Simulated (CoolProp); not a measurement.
The fluoroketone C6F12O (FK-5-1-12) at 494.24 K and 0.499 MPa is throttled through a valve to 0.0308 MPa with no heat exchange. Each further row changes one setting.

Values from CoolProp's reference Helmholtz-energy equation of state, McLinden 2015.

```
case                         temperature change (K)  final density (kg/m³)
---------------------------  ----------------------  ---------------------
as stated                                      -2.8                    ___
outlet pressure 0.00924 MPa                     ___                    ___
outlet pressure 0.04 MPa                       -2.8                   3.11
```

Problem. Complete the blanks.

Solution. 
- as stated, final density (kg/m³): 2.39
- outlet pressure 0.00924 MPa, temperature change (K): -2.9
- outlet pressure 0.00924 MPa, final density (kg/m³): 0.716
